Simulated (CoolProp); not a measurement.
The numbers come from the reference Helmholtz-energy equation of state, Lemmon 2006 in CoolProp. It is a short technical equation, of lower accuracy than the large ones.

**Question.** Give the vapour pressure (bar), vapour density (kg/m³), enthalpy of vaporisation (kJ/kg), surface tension (mN/m) of saturated nitrous oxide at -40.85, -26.25, -17.85 °C.

**Answer.** 
```
T (°C)  p (bar)  vapour density (kg/m³)  enthalpy of vaporisation (kJ/kg)  surface tension (mN/m)
------  -------  ----------------------  --------------------------------  ----------------------
-40.85     9.11                    23.7                               312                    13.3
-26.25     14.8                    38.4                               288                    10.3
-17.85     19.1                    49.9                               272                    8.70
```

Surface tension comes from a separate correlation (Mulero 2012).
